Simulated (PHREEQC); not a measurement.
H3BO3 is added in steps, without added water, to 1 kg of water holding 0.039 mol/kgw Cu(NO3)2 and 0.00013 mol/kgw HBF4, at 25 °C. O2 is buffered at 0.21 atm. No CO2 enters from the air. The run lets Cu(OH)2, Cu2(OH)3NO3, CuF2:2H2O precipitate or redissolve, and no other solid.

Base run: PHREEQC, ion-association model, wateq4f.dat. Each further column changes one thing. The table gives pH.

| H3BO3 added (mol) | base | temperature from 25 to 35 °C | diluted 100-fold with water | no solid may form |
|---|---|---|---|---|
| 0 | 3.48 | 3.49 | ___ | 3.48 |
| 0.023 | 3.49 | 3.50 | ___ | 3.49 |
| 0.05175 | 3.50 | 3.51 | 5.05 | 3.50 |
| 0.07475 | 3.51 | 3.52 | 5.00 | 3.51 |
| 0.1035 | 3.51 | 3.52 | 4.96 | 3.51 |
| 0.1265 | 3.52 | 3.53 | 4.93 | 3.52 |
| 0.1552 | 3.52 | 3.53 | 4.90 | 3.52 |
| 0.1782 | 3.53 | 3.53 | 4.88 | 3.53 |
| 0.207 | 3.53 | 3.53 | ___ | 3.53 |
| 0.23 | 3.53 | 3.54 | 4.84 | 3.53 |

Question: What belongs in the gaps?

Answer: 
- 0, diluted 100-fold with water: 5.21
- 0.023, diluted 100-fold with water: 5.12
- 0.207, diluted 100-fold with water: 4.86

Real BF4- forms and hydrolyses slowly; the run takes it at equilibrium.
